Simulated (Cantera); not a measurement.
Feed: 1 mol Si, 4.3 mol Cl₂, 70 mol H₂, at 2.63 Torr.

Equilibrium computed with Cantera from the NASA thermochemical tables; the gas is ideal and each condensed phase is pure. Candidate condensed phases: Si; 19 gas species. The numbers say what is thermodynamically allowed, not how fast it happens. All values below are at 500 °C.

Base state: H₂ 0.923, HCl 0.0629, SiCl₄ 0.0135, SiHCl₃ 0.000125 (mole fractions); condensed: gas only.

### Question
What changes in the equilibrium state with this change: Cl₂ from 4.3 to 3.5 mol?

### Answer
| species | before | after |
|---|---|---|
| H₂ | 0.923 | 0.945 |
| HCl | 0.0629 | 0.0416 |
| SiCl₄ | 0.0135 | 0.0136 |
| SiHCl₃ | 0.000125 | 0.000194 |
